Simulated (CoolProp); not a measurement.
Properties of R236FA at several states.

The numbers come from the reference Helmholtz-energy equation of state, Pan 2012 in CoolProp.

```
T (K)  p (bar)   phase  cp (kJ/(kg K))  conductivity (mW/(m K))  fugacity coefficient
-----  -------  ------  --------------  -----------------------  --------------------
388      0.124     gas          0.9692                     20.6                0.9985
356.8     1.06     gas          0.9254                     17.6                0.9828
204.1     10.3  liquid           1.168                      104              0.001872
282.9     57.6  liquid           1.191                     80.3               0.03332
```

Thermal conductivity comes from a separate model (Huber 2003), an estimate that may be off by 10 % or more.
